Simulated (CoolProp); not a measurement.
m-xylene at 476.15 K and 0.144 MPa is compressed adiabatically to 0.336 MPa with isentropic efficiency 0.7. Each further row changes one setting.

Model: reference Helmholtz-energy equation of state, Zhou 2012, in CoolProp.

```csv
case,work (kJ/kg),final temperature (K),final density (kg/m³)
as stated,43.6,…,9.22
efficiency 1,…,…,…
efficiency 0.65,46.9,…,…
```

Q: What belongs in the gaps?

A: 
- as stated, final temperature (K): 502.2
- efficiency 1, work (kJ/kg): 30.5
- efficiency 1, final temperature (K): 495.5
- efficiency 1, final density (kg/m³): 9.38
- efficiency 0.65, final temperature (K): 503.9
- efficiency 0.65, final density (kg/m³): 9.18
